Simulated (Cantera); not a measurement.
**Thermodynamics of metals in furnace atmospheres, feed Al + H2O + N2**

Charge: 1 mol Al, 1 mol H2O, 100 mol N2, held at 0.00660 bar.

Cantera equilibrium calculation (NASA polynomials, part measured and part estimated; ideal gas, pure solids and liquids). Candidate condensed phases: Al, AlN, Al2O3, H2O; 35 gas species. Mutual solubility and eutectic melting of coexisting phases are not modelled. Condensed phases not in the tables: aluminium oxynitride. Rates play no part.

```csv
T (°C),log p N2,log p H2,log p Al,log p Al2O,n AlN(s),n Al2O3(s)
1377,-2.18,-4.19,-7.10,-8.11,0.332,0.333
1402,-2.18,-4.19,-6.80,-7.73,0.331,0.333
1427,-2.18,-4.19,-6.51,-7.36,0.328,0.333
1452,-2.18,-4.19,-6.23,-7.00,0.322,0.333
1477,-2.18,-4.19,-5.95,-6.65,0.312,0.332
1502,-2.19,-4.19,-5.69,-6.31,0.292,0.331
1527,-2.19,-4.19,-5.43,-5.98,0.255,0.328
1552,-2.19,-4.20,-5.18,-5.66,0.187,0.322
1577,-2.19,-4.20,-4.93,-5.35,0.0620,0.310
1602,-2.19,-4.20,-4.85,-5.25,0,0.305
```
log p: log10 of the partial pressure in bar; n: condensed amount in mol.

From 1377 °C to 1577 °C the condensed part is AlN(s) + Al2O3(s). At 1602 °C the condensed part is Al2O3(s). The main Al-bearing gas is Al throughout. The share of Al in condensed phases is highest at 1377 °C (99.9 %) and lowest at 1602 °C (60.9 %).
